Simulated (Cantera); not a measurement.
A freely propagating, adiabatic, planar premixed flame of CH4 : O2 : N2 = 1 : 2.82 : 11 (molar parts), equivalence ratio 0.71, unburnt at 550 K and 7050 Torr; mixture-averaged transport, grid criteria slope 0.08 and curve 0.16, no radiation.

Model: GRI-Mech 3.0 (53 species, 325 reactions), integrated in Cantera. Burning velocities carry a grid error of a few per cent, more on coarse grids.

x: mole fraction of selected species; z is measured from the peak of heat release.

```
z (mm)   T (K)  u (m/s)    x CH4    x O2     x NO    x HCN    x CH2   x H2O2
-------  -----  -------  -------  ------  -------  -------  -------  -------
-0.346     552    0.230   0.0673   0.190    <1e-8    <1e-8    <1e-8  1.80e-7
-0.231     564    0.235   0.0665   0.189    <1e-8    <1e-8    <1e-8  1.63e-6
-0.173     600    0.250   0.0644   0.186  1.36e-8    <1e-8    <1e-8  5.93e-6
-0.115     722    0.302   0.0574   0.176  8.70e-8  1.51e-8    <1e-8  2.12e-5
-0.0577   1111    0.468   0.0360   0.141  9.12e-7  7.14e-8    <1e-8  5.29e-5
-0.0288   1445    0.609   0.0178   0.109  2.41e-6  1.35e-7  2.44e-7  2.14e-5
0         1772    0.746        …       …        …        …        …        …
0.0288    1906    0.798  4.55e-5  0.0611  6.48e-6  9.78e-8  5.66e-7  9.99e-7
0.0577    1956    0.817  6.45e-7  0.0578  7.72e-6  2.63e-8    <1e-8  6.89e-7
0.115     1992    0.830    <1e-8  0.0562  8.95e-6    <1e-8    <1e-8  3.94e-7
0.231     2007    0.835    <1e-8  0.0557        …    <1e-8    <1e-8        …
0.461     2010    0.837    <1e-8  0.0556  1.12e-5    <1e-8    <1e-8  1.89e-7
0.923     2010    0.837    <1e-8  0.0556  1.33e-5    <1e-8    <1e-8  1.87e-7
```

Problem. Fill in the missing entries.

Solution. 
- 0, x CH4: 0.00251
- 0, x O2: 0.0746
- 0, x NO: 4.49e-6
- 0, x HCN: 2.08e-7
- 0, x CH2: 5.91e-6
- 0, x H2O2: 2.89e-6
- 0.231, x NO: 9.98e-6
- 0.231, x H2O2: 2.27e-7
